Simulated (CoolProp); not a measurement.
A simple Rankine cycle with R141b: condensing at 324.15 K, boiler at 3.21 MPa, turbine inlet 499 K, turbine efficiency 0.6, pump efficiency 0.6, no recuperator. Each further row changes one setting.

The numbers come from the reference Helmholtz-energy equation of state, Lemmon 2006 in CoolProp. It is a short technical equation, of lower accuracy than the large ones.

| case | thermal efficiency (%) | net work (kJ/kg) | heat in (kJ/kg) | turbine exit temperature (K) | volume ratio over the turbine |
|---|---|---|---|---|---|
| as stated | (withheld) | 42.4 | 338 | 417.4 | 19.0 |
| condensing temperature 316.15 K | 13.3 | 46.4 | (withheld) | (withheld) | 24.3 |
| boiler pressure 2.25 MPa | 11.6 | 40.7 | (withheld) | (withheld) | 12.3 |
| turbine efficiency 0.5 | 10.2 | 34.6 | 338 | (withheld) | (withheld) |

Q: Fill in the missing entries.

A: 
- as stated, thermal efficiency (%): 12.5
- condensing temperature 316.15 K, heat in (kJ/kg): 348
- condensing temperature 316.15 K, turbine exit temperature (K): 412.6
- boiler pressure 2.25 MPa, heat in (kJ/kg): 352
- boiler pressure 2.25 MPa, turbine exit temperature (K): 434.0
- turbine efficiency 0.5, turbine exit temperature (K): 425.8
- turbine efficiency 0.5, volume ratio over the turbine: 19.4
